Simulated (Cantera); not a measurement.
Feed: 1 mol Si, 0.018 mol CO2, 15 mol H2, at 12.0 Pa.

Equilibrium computed with Cantera from the NASA thermochemical tables; the gas is ideal and each condensed phase is pure. Candidate condensed phases: C, C6H6, C7H8, C8H18, H2O, Si, SiC, SiO2; 123 gas species. Mutual solubility and eutectic melting of coexisting phases are not modelled. The tables hold silica as quartz up to 1696 K and as liquid above; real silica turns to tridymite and cristobalite and melts near 1996 K. Gases not in the tables: Si2H6 and higher silanes. Kinetics and transport are ignored.

Problem. What share of the Si ends up in condensed phases as a function of T (K), at 848, 923, 998, 1073, 1148, 1223, 1298, 1373, 1448, 1523, 1598, 1673, 1748, 1823?

Solution. 
```tsv
T (K)	Si condensed (%)	as
848	100.0	Si(s) + SiC(s) + SiO2(β-quartz)
923	100.0	Si(s) + SiC(s) + SiO2(β-quartz)
998	100.0	Si(s) + SiC(s) + SiO2(β-quartz)
1073	99.9	Si(s) + SiC(s) + SiO2(β-quartz)
1148	98.6	Si(s) + SiC(s) + SiO2(β-quartz)
1223	96.4	Si(s) + SiC(s)
1298	96.4	Si(s) + SiC(s)
1373	96.5	Si(s) + SiC(s)
1448	96.4	Si(s) + SiC(s)
1523	96.3	Si(s) + SiC(s)
1598	95.3	Si(s) + SiC(s)
1673	91.1	Si(s) + SiC(s)
1748	77.1	Si(l) + SiC(s)
1823	34.9	Si(l) + SiC(s)
```
